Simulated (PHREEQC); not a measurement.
Solution (26 °C): 0.027 mol NH4HF2, 0.0047 mol (NH4)2SiF6 and 0.25 mol H3PO4 per kg of water. Closed to the air; pH follows from the charge balance.

Model: ion-association model, wateq4f.dat, run in PHREEQC.

Each row changes one thing in this solution. This is a speciation only: nothing precipitates in the calculation.

```csv
case,pH,ionic strength (mol/kgw),H3PO4 (mol/kgw),H2PO4- (mol/kgw),HF (mol/kgw),H2F2 (mol/kgw),SI of Quartz (SiO2)
as made,1.56,0.0742,0.191,0.0585,0.0428,0.00470,-4.74
NH4HF2 replaced by NH4HSO4 at the same molality,1.38,0.0982,0.207,0.0428,0.00526,[?],+0.94
(NH4)2SiF6 from 0.0047 to 0.00047 mol/kgw,1.56,0.0610,0.192,0.0581,0.0429,0.00469,-5.71
diluted 2-fold with water,1.70,0.0440,0.0891,0.0359,0.0232,0.00136,[?]
temperature from 26 to 10 °C,1.51,0.0781,0.188,0.0625,0.0388,0.00673,-5.53
NH4HF2 replaced by NH4Br at the same molality,[?],0.0852,0.203,0.0466,0.00513,[?],+0.93
0.0034 mol/kgw KCl added,1.56,0.0777,0.191,[?],0.0428,0.00470,-4.75
```

What belongs in the gaps?


- NH4HF2 replaced by NH4HSO4 at the same molality, H2F2 (mol/kgw): 7.10e-5
- diluted 2-fold with water, SI of Quartz (SiO2): -3.63
- NH4HF2 replaced by NH4Br at the same molality, pH: 1.43
- NH4HF2 replaced by NH4Br at the same molality, H2F2 (mol/kgw): 6.75e-5
- 0.0034 mol/kgw KCl added, H2PO4- (mol/kgw): 0.0587

Some of these states are supersaturated (in Quartz (slow to form), Chalcedony (slow to form), for instance). wateq4f.dat counts part of the HF as a dimer, H2F2, which phreeqc.dat doesn't know; its constant is uncertain. H3PO4, which wateq4f.dat lacks, is added to it with the constant of phreeqc.dat. Away from 25 °C the constants follow the database's enthalpies or fits; those with neither stay at their 25 °C values. SiF6-2 is the database's only silicon fluoride.
